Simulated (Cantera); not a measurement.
A Cantera script and what it prints.

```python
import numpy as np
import cantera as ct

gas_names = """
    B BH BH2 BH3 BN BO BO2 B2 B2O B2O2 B2O3 B3O3H3 H HBO HBO2 HNO HNO2 HNO3 HO2 H2 H2O H2O2 H3B3O6 N NH
    NH2 NH3 NH2OH NO NO2 NO3 N2 N2H2 N2H4 N2O O OH O2 O3
""".split()
cond_names = """
    B(b) B(L) BN(s) B2O3(L) B3O3H3(cr) H2O(s) H2O(L)
""".split()


# ... load() reads the species with a 1 bar reference pressure and builds the phases ...
atoms = {
    'B2H6': {'B': 2, 'H': 6},
    'H2O': {'H': 2, 'O': 1},
    'N2': {'N': 2},
}
top_T = {'BN(s)': 3200}  # K; cautious upper limits of use, not melting points


# ... equilibrate(T, P, feed) seeds the gas with the atoms and calls Mixture.equilibrate('TP', solver="vcs", rtol=1e-11, max_steps=5000) ...
results = []
feed = {'B2H6': 1, 'H2O': 3.1, 'N2': 1.5}  # mol
T = 1125  # K
P = 190  # Pa
mix = equilibrate(T, P, feed)
results.append((T, P, feed, dict(zip(mix.species_names, mix.species_moles))))
x = sorted(zip(gas.X, gas.species_names), reverse=True)
print(f"T = {T:g} K  P = {P:g} Pa  gas = {mix.phase_moles(0):.4g} mol")
print("   x: " + "  ".join(f"{s} {v:.3e}" for v, s in x if v > 1e-05))
print("   condensed (mol): " + ("  ".join(f"{mix.phase(i).name} {mix.phase_moles(i):.4g}"
      for i in range(1, mix.n_phases) if mix.phase_moles(i) > 1e-12) or "none"))
```

Output:

```
T = 1125 K  P = 190 Pa  gas = 7.603 mol
   x: H2 7.892e-01  N2 1.973e-01  H2O 1.281e-02  HBO2 6.877e-04
   condensed (mol): B2O3(L) 0.9974
```

Cantera equilibrium calculation (NASA polynomials, part measured and part estimated; ideal gas, pure solids and liquids). The feed counts by its element totals alone.
